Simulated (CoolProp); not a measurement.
C3F8 (R218) at 298.15 K and 10.8 MPa flows at 0.83 m/s in a round tube of 10 mm bore and 15 µm roughness, fully developed (64/Re and Nu = 3.66 if laminar; Colebrook and Gnielinski if turbulent). Each further row changes one setting.

Values from CoolProp's reference Helmholtz-energy equation of state, Lemmon 2006. It is a short technical equation, of lower accuracy than the large ones.

```tsv
case	Reynolds number	Darcy friction factor	pressure drop (Pa/m)	heat-transfer coefficient (W/(m² K))	mass flow (kg/h)
as stated	50900	0.0253	1250	1720	337
velocity 1.66 m/s	102000	0.0237	4690	___	674
diameter 20 mm	102000	___	525	1530	___
```

Fill in the missing entries.


- velocity 1.66 m/s, heat-transfer coefficient (W/(m² K)): 3310
- diameter 20 mm, Darcy friction factor: 0.0213
- diameter 20 mm, mass flow (kg/h): 1350

Viscosity comes from a separate model (Huber 2003), an estimate that may be off by 10 % or more. Thermal conductivity comes from a separate model (Huber 2003), an estimate that may be off by 10 % or more.
